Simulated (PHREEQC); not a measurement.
Make-up at 20 °C: 140 mmol/kgw CdCl2 and 40 mmol/kgw NaCl. Closed to the air; pH follows from the charge balance.

Computed with PHREEQC (ion-association model, phreeqc.dat).

| quantity | before | after |
|---|---|---|
| pH | 5.36 | 5.49 |
| ionic strength (mol/kgw) | 0.184 | 0.123 |
| Cl- (mol/kgw) | 0.163 | 0.110 |
| CdCl2 (mol/kgw) | 0.0305 | 0.0115 |
| Cd+2 (mol/kgw) | 0.0187 | 0.0127 |
| SI of Halite (NaCl) | -4.02 | -4.16 |

### Question
Name the change that produced these shifts.
(A) temperature from 20 to 35 °C
(B) temperature from 20 to 85 °C
(C) CdCl2 from 0.14 to 0.07 mol/kgw

### Answer
C, CdCl2 from 0.14 to 0.07 mol/kgw

Precipitation was switched off in this run.
